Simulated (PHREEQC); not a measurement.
A solution holds 170 mmol/kgw CdCl2, 140 mmol/kgw CuCl2, 81 mmol/kgw H2SO4 and 0.16 mmol/kgw NaCl, at 25 °C. Closed to the air; pH follows from the charge balance.

All values are PHREEQC results (ion-association model, phreeqc.dat), not measurements.

### Question
The ionic strength comes out as 0.581 mol/kgw. What activity coefficients do SO4-2, H+, CuCl+, CuCl3-, Cu+2 get?

### Answer
SO4-2 0.19, H+ 0.76, CuCl+ 0.64, CuCl3- 0.64, Cu+2 0.24.

No solid was allowed to form.
